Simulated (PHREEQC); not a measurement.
Ca(OH)2 is added in steps, without added water, to 1 kg of water holding 0.21 mol/kgw KH2PO4 and 0.0055 mol/kgw HNO3, at 25 °C. O2 is buffered at 0.21 atm. No CO2 enters from the air. Solids allowed: Hydroxyapatite. Others were left out.

Base run: PHREEQC, ion-association model, phreeqc.dat. Each further column changes one thing. The table gives pH.

```json
[
 {"Ca(OH)2 added (mol)": "0", "base": "3.60", "Debye-Hückel limiting law": "3.53", "all activity coefficients set to 1": "3.74", "metal-ligand complexes left out": "3.60", "Davies equation for every ion": "3.60"},
 {"Ca(OH)2 added (mol)": "0.0175", "base": "5.43", "Debye-Hückel limiting law": "5.37", "all activity coefficients set to 1": "5.60", "metal-ligand complexes left out": "5.36", "Davies equation for every ion": "5.45"},
 {"Ca(OH)2 added (mol)": "0.04375", "base": "5.88", "Debye-Hückel limiting law": "5.64", "all activity coefficients set to 1": "6.17", "metal-ligand complexes left out": "5.90", "Davies equation for every ion": "5.90"},
 {"Ca(OH)2 added (mol)": "0.06125", "base": "6.10", "Debye-Hückel limiting law": "5.82", "all activity coefficients set to 1": "6.41", "metal-ligand complexes left out": "6.13", "Davies equation for every ion": "6.12"},
 {"Ca(OH)2 added (mol)": "0.0875", "base": "6.37", "Debye-Hückel limiting law": "6.06", "all activity coefficients set to 1": "6.70", "metal-ligand complexes left out": "6.41", "Davies equation for every ion": "6.40"},
 {"Ca(OH)2 added (mol)": "0.105", "base": "6.55", "Debye-Hückel limiting law": "6.22", "all activity coefficients set to 1": "6.88", "metal-ligand complexes left out": "6.58", "Davies equation for every ion": "6.57"},
 {"Ca(OH)2 added (mol)": "0.1225", "base": "6.73", "Debye-Hückel limiting law": "6.40", "all activity coefficients set to 1": "7.07", "metal-ligand complexes left out": "6.77", "Davies equation for every ion": "6.76"},
 {"Ca(OH)2 added (mol)": "0.1487", "base": "7.08", "Debye-Hückel limiting law": "6.73", "all activity coefficients set to 1": "7.43", "metal-ligand complexes left out": "7.12", "Davies equation for every ion": "7.12"},
 {"Ca(OH)2 added (mol)": "0.1663", "base": "7.50", "Debye-Hückel limiting law": "7.13", "all activity coefficients set to 1": "7.84", "metal-ligand complexes left out": "7.53", "Davies equation for every ion": "7.53"},
 {"Ca(OH)2 added (mol)": "0.1925", "base": "10.76", "Debye-Hückel limiting law": "10.18", "all activity coefficients set to 1": "11.61", "metal-ligand complexes left out": "10.71", "Davies equation for every ion": "10.97"},
 {"Ca(OH)2 added (mol)": "0.21", "base": "11.29", "Debye-Hückel limiting law": "10.69", "all activity coefficients set to 1": "12.09", "metal-ligand complexes left out": "11.25", "Davies equation for every ion": "11.50"}
]
```
